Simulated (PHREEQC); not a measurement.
Dissolve 0.3 mol KOH and 0.0046 mol Fe(NO3)3 per kg of water at 67 °C. Closed to the air; pH follows from the charge balance.

Equilibrium calculation in PHREEQC: ion-association model, wateq4f.dat.

No solid was allowed to form.

Estimate the pH, activity of water.

pH 12.14; activity of water 0.990.

Examples of supersaturated solids here: Hematite (slow to form), Goethite (slow to form). Others may be too. Species that the database lacks are ignored. At this temperature some constants are extrapolated from 25 °C, and those without enthalpy data are left unchanged.
